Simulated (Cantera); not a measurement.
Feed: 1 mol AlI₃, 0.43 mol NH₃, 1.6 mol H₂, equilibrated at 0.540 bar.

Cantera equilibrium calculation (NASA polynomials, part measured and part estimated; ideal gas, pure solids and liquids). Candidate condensed phases: Al, AlI₃, AlN, I₂; 19 gas species. The numbers say what is thermodynamically allowed, not how fast it happens. All values below are at 1650 K.

Base state: H₂ 0.502, I 0.162, HI 0.150, AlI₃ 0.141, AlI 0.0292, N₂ 0.0120, I₂ 0.00300, H 8.76e-5 (mole fractions); condensed: AlN(s).

### Question
What changes in the equilibrium state with this change: pressure from 0.540 bar to 13.3 mbar?

### Answer
| species | before | after |
|---|---|---|
| H₂ | 0.502 | 0.400 |
| I | 0.162 | 0.328 |
| AlI | 0.0292 | 0.186 |
| AlI₃ | 0.141 | 0.00225 |
| HI | 0.150 | 0.0428 |
| N₂ | 0.0120 | 0.0404 |
| Al | 1.47e-7 | 1.87e-5 |
| I₂ | 0.00300 | 0.000305 |
| H | 8.76e-5 | 0.000498 |
| AlN(s), mol | 0.337 | 0 |
